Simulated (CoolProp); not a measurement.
A Linde-Hampson liquefier for methane: isothermal reversible compression at 200 K from 1 atm to 25 MPa, throttling to 1 atm, return gas leaving the recuperator 2 K below the feed. Each further row changes one setting.

Values from CoolProp's reference Helmholtz-energy equation of state, Setzmann 1991.

```csv
case,liquid yield per pass,compression work (kJ/kg of gas)
as stated,___,443
high pressure 50 MPa,___,514
warm-end temperature 230 K,___,___
warm-end gap 7 K,0.502,443
```

Question: Fill in the missing entries.

Answer: 
- as stated, liquid yield per pass: 0.510
- high pressure 50 MPa, liquid yield per pass: 0.478
- warm-end temperature 230 K, liquid yield per pass: 0.404
- warm-end temperature 230 K, compression work (kJ/kg of gas): 559
